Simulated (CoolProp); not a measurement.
Vapour-liquid equilibrium of ethylene (1) + isobutane (2) at 184 K; x and y are mole fractions of (1).

The numbers come from the multi-fluid Helmholtz-energy mixture model, Smukala 2000 and Bücker 2006; pair parameters Bell 2016 in CoolProp.

```tsv
x	bubble pressure (bar)	y at the bubble point	dew pressure at overall composition x (bar)	liquid density (mol/L)
0.05	0.1001	0.899	0.01114	11.86
0.15	0.2894	0.968	0.01245	12.43
0.25	0.4923	0.983	0.01409	13.05
0.35	0.7077	0.990	0.01625	13.72
0.45	0.9331	0.994	0.01917	14.44
0.55	1.166	0.996	0.02339	15.22
0.65	1.402	0.997	0.02997	16.05
0.75	1.638	0.998	0.04172	16.95
0.85	1.872	0.999	0.06861	17.92
0.95	2.106	1.000	0.1931	18.94
```

No azeotrope shows between x = 0.05 and 0.95.

The pair parameters rest on a limited set of measurements; away from them the model extrapolates.
